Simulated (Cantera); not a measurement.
A freely propagating, adiabatic, planar premixed flame of 5.56 % C3H8, 19.9 % O2, 74.6 % N2, equivalence ratio 1.4, unburnt at 625 K and 0.280 bar; mixture-averaged transport, grid criteria slope 0.08 and curve 0.16, no radiation.

Cantera simulation using GRI-Mech 3.0 (53 species, 325 reactions); the numbers are that mechanism's predictions, not measurements. GRI-Mech 3.0 was tuned for natural gas; its chemistry of propane as a main component is partial and can be far from experiment. Burning velocities carry a grid error of a few per cent, more on coarse grids.

Problem. Predict: laminar burning velocity; thermal thickness; peak x(CH2CO); peak x(HCN).

Solution. 
| Property | Value |
|---|---|
| laminar burning velocity | 159 cm/s |
| thermal thickness | 0.898 mm |
| peak x(CH2CO) | 0.00187 |
| peak x(HCN) | 3.04e-5 |
